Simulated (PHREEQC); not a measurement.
Consider water at 25 °C with 0.026 mol HF, 0.043 mol H2SiF6, 0.00014 mol (NH4)2SiF6 and 0.11 mol H2SO4 per kg of water. It is in equilibrium with CO2 at log p = -3.4 (atm). Otherwise closed; pH follows from the charge balance.

The numbers come from PHREEQC with the ion-association model, phreeqc.dat.

No solid was allowed to form.

Problem. What pH, activity of water does the model give?

Solution. pH 0.78; activity of water 0.993.

Problem. In which forms is F present?

Solution. SiF6-2 91 %, HF 9.1 % of the F.

SiF6-2 is the database's only silicon fluoride.
